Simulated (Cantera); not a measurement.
What does this Cantera script print?

```python
import numpy as np
import cantera as ct

gas = ct.Solution("gri30.yaml")
gas.TPX = 648, 35000, {'C2H4': 1, 'O2': 3.16, 'N2': 11.9, 'H2O': 0.7}
flame = ct.FreeFlame(gas, width=0.083)
flame.set_refine_criteria(ratio=3, slope=0.08, curve=0.16)
flame.transport_model = "mixture-averaged"
flame.solve(loglevel=0, auto=True)
z, T = flame.grid, flame.T
thick = (T[-1] - T[0]) / np.gradient(T, z).max()
show = ['C2H4', 'O2', 'H2O', 'HCO', 'HO2', 'H']
print(f"laminar burning velocity  {flame.velocity[0] * 100:.3f} cm/s")
print(f"burnt temperature         {T[-1]:.1f} K")
print(f"thermal thickness         {thick * 1e3:.4f} mm")
print(f"grid points               {len(z)}")
z0 = z[flame.heat_release_rate.argmax()]
print(f"{'z/mm':>9s}{'T/K':>9s}{'u/(m/s)':>9s}" + "".join(f"{s:>11s}" for s in show))
rows = []
for k in (-3, -2, -1.5, -1, -0.5, -0.25, 0, 0.25, 0.5, 1, 2, 4, 8):
    zz = z0 + k * thick
    rows.append([k * thick, np.interp(zz, z, T), np.interp(zz, z, flame.velocity),
                 *(np.interp(zz, z, flame.X[gas.species_index(s)]) for s in show)])
    print(f"{rows[-1][0] * 1e3:9.3f}{rows[-1][1]:9.1f}{rows[-1][2]:9.3f}" + "".join(f"{x:11.3e}" for x in rows[-1][3:]))
```

Result:

```
laminar burning velocity  307.675 cm/s
burnt temperature         2394.1 K
thermal thickness         0.6903 mm
grid points               185
     z/mm      T/K  u/(m/s)       C2H4         O2        H2O        HCO        HO2          H
   -2.071    648.0    3.077  5.966e-02  1.885e-01  4.176e-02  5.934e-13  7.184e-08  2.115e-12
   -1.381    648.1    3.079  5.963e-02  1.884e-01  4.175e-02  6.538e-11  1.432e-06  2.984e-10
   -1.035    648.6    3.084  5.956e-02  1.882e-01  4.178e-02  8.375e-10  8.382e-06  4.685e-09
   -0.690    655.5    3.125  5.926e-02  1.872e-01  4.241e-02  3.397e-08  7.857e-05  4.263e-07
   -0.345    840.4    4.061  5.203e-02  1.714e-01  5.578e-02  7.408e-06  5.683e-04  1.693e-04
   -0.173   1216.7    5.992  3.289e-02  1.367e-01  8.121e-02  8.468e-05  6.806e-04  1.577e-03
    0.000   1614.5    8.108  9.581e-03  9.321e-02  1.085e-01  1.511e-04  2.809e-04  5.014e-03
    0.173   1828.4    9.261  9.254e-04  6.348e-02  1.238e-01  6.596e-05  4.601e-05  9.176e-03
    0.345   1885.9    9.554  3.567e-05  4.970e-02  1.282e-01  8.311e-06  7.647e-06  1.247e-02
    0.690   1919.1    9.676  2.589e-08  4.049e-02  1.265e-01  9.238e-08  4.008e-06  1.584e-02
    1.381   1958.7    9.820  1.020e-12  3.569e-02  1.235e-01  4.955e-08  3.403e-06  1.712e-02
    2.761   2009.8   10.030  1.642e-17  3.330e-02  1.246e-01  3.871e-08  2.937e-06  1.550e-02
    5.522   2078.8   10.321  3.951e-24  3.141e-02  1.285e-01  2.813e-08  2.454e-06  1.216e-02
```

Detailed kinetics in Cantera: GRI-Mech 3.0 (53 species, 325 reactions). GRI-Mech 3.0 was tuned for natural gas; its chemistry of ethylene as a main component is partial and can be far from experiment. Burning velocities carry a grid error of a few per cent, more on coarse grids.
